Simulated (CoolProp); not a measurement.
Vapour-liquid equilibrium of carbon dioxide (1) + R125 (2) at 254.7 K; x and y are mole fractions of (1).

Values from CoolProp's multi-fluid Helmholtz-energy mixture model, Span 1996 and Lemmon 2005; pair parameters Bell 2016.

| x | bubble pressure (MPa) | y at the bubble point | dew pressure at overall composition x (MPa) | liquid density (mol/L) |
|---|---|---|---|---|
| 0.05 | 0.4578 | 0.236 | 0.3749 | 11.97 |
| 0.15 | 0.6571 | 0.498 | 0.4155 | 12.62 |
| 0.25 | 0.8482 | 0.638 | 0.4653 | 13.34 |
| 0.35 | 1.028 | 0.725 | 0.5279 | 14.14 |
| 0.45 | 1.196 | 0.787 | 0.6089 | 15.04 |
| 0.55 | 1.355 | 0.834 | 0.7175 | 16.05 |
| 0.65 | 1.509 | 0.874 | 0.8693 | 17.22 |
| 0.75 | 1.662 | 0.910 | 1.090 | 18.58 |
| 0.85 | 1.818 | 0.946 | 1.414 | 20.20 |
| 0.95 | 1.981 | 0.981 | 1.838 | 22.14 |

No azeotrope shows between x = 0.05 and 0.95.

The pair parameters rest on a limited set of measurements; away from them the model extrapolates.
